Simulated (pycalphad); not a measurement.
CALPHAD calculation (pycalphad, COST 507 light-alloy database (1999)), 1 atm. The database dates from 1999; later assessments differ in places, in temperatures and in the compounds included. Kinetics are ignored, which matters at the lower temperatures.

**Al-0.19C (at.%): equilibrium cooling sequence**

```json
[
 {"T (°C)": "1464.5", "phases above": "liquid", "phases below": "AL4C3 + liquid"},
 {"T (°C)": "660.3", "phases above": "AL4C3 + liquid", "phases below": "AL4C3 + fcc"}
]
```

Changes were sought between steps of 50 K, so a narrower field can be missed.

Database names, with the compositions (at.%) that they take in these runs: AL4C3: Al 57 C 43.
